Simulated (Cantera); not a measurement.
Input (Python, Cantera) and output of one run.

```python
import numpy as np
import cantera as ct

gas_names = [...]  # 113 gases of nasa_gas.yaml made of C, Cu, H, O
cond_names = """
    C(gr) C6H6(L) C7H8(L) C8H18(L),n-octa Cu(cr) Cu(L) CuO(s) CuO2H2(s) Cu2O(s) Cu2O(L) H2O(s) H2O(L)
""".split()


# ... load() reads the species with a 1 bar reference pressure and builds the phases ...
atoms = {
    'Cu2O': {'Cu': 2, 'O': 1},
    'CH4': {'C': 1, 'H': 4},
    'H2': {'H': 2},
}
top_T = {'C(gr)': 4500, 'CuO(s)': 1390}  # K; cautious upper limits of use, not melting points


# ... equilibrate(T, P, feed) seeds the gas with the atoms and calls Mixture.equilibrate('TP', solver="vcs", rtol=1e-11, max_steps=5000) ...
results = []
feed = {'Cu2O': 1, 'CH4': 2.5, 'H2': 11}  # mol
P = 13332.2  # Pa
for T in [973, 1023, 1073, 1123, 1173, 1223, 1273]:
    mix = equilibrate(T, P, feed)
    results.append((T, P, feed, dict(zip(mix.species_names, mix.species_moles))))

top = {s: max(r[3][s] / sum(r[3][g] for g in gas_names) for r in results) for s in gas_names}
cols = sorted((s for s in top if top[s] > 1e-05), key=lambda s: -top[s])[:7]
seen = [c for c in cond_names if any(r[3].get(c, 0) > 1e-12 for r in results)]
print("log10 of partial pressures in bar; condensed amounts in mol")
print(f"{'T/K':>10s}" + "".join(f"{s[:9]:>10s}" for s in cols + seen))
for T, P, feed, n in results:
    ng = sum(n[g] for g in gas_names)
    print(f"{T:10.4g}" + "".join(f"{np.log10(max(n[s] / ng * P / 1e5, 1e-99)):10.3f}" for s in cols)
          + "".join(f"{n.get(c, 0):10.4g}" for c in seen))
```

It prints:

```
log10 of partial pressures in bar; condensed amounts in mol
       T/K        H2        CO       CH4       H2O       CO2     C(gr)    Cu(cr)
       973    -0.909    -2.135    -2.708    -3.250    -4.269     1.332         2
      1023    -0.906    -2.118    -2.936    -3.586    -4.682     1.389         2
      1073    -0.904    -2.111    -3.146    -3.901    -5.073     1.426         2
      1123    -0.903    -2.108    -3.339    -4.191    -5.435      1.45         2
      1173    -0.903    -2.107    -3.516    -4.459    -5.768     1.466         2
      1223    -0.902    -2.106    -3.680    -4.705    -6.073     1.476         2
      1273    -0.902    -2.106    -3.831    -4.932    -6.355     1.483         2
```

These are equilibrium values from Cantera (NASA tables, ideal gas, pure condensed phases), not measurements of a reactor.
